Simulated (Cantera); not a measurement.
Feed: 1 mol Ta, 0.95 mol H2O, 140 mol H2, 0.46 mol O2, at 875 K and 1.00 bar.

Equilibrium computed with Cantera from the NASA thermochemical tables; the gas is ideal and each condensed phase is pure. Candidate condensed phases: H2O, Ta, Ta2O5; 12 gas species. Condensed phases not in the tables: N, O or C dissolved in the metal. Rates play no part.

Base state: H2 1.00 (mole fractions); condensed: Ta(s) + Ta2O5(s).

What changes in the equilibrium state with this change: Ta replaced by Nb?


| species | before | after |
|---|---|---|
| H2 | 1.00 | 1.000 |
| Ta(s), mol | 0.252 | 0 |
| Ta2O5(s), mol | 0.374 | 0 |
| NbO(s), mol | 0 | 0.130 |
| NbO2(s), mol | 0 | 0.870 |
NbO: taken at fixed stoichiometry. Condensed phases not in the tables: the oxides between NbO2 and Nb2O5. Further candidate phases: Nb, NbO, NbO2, Nb2O5.
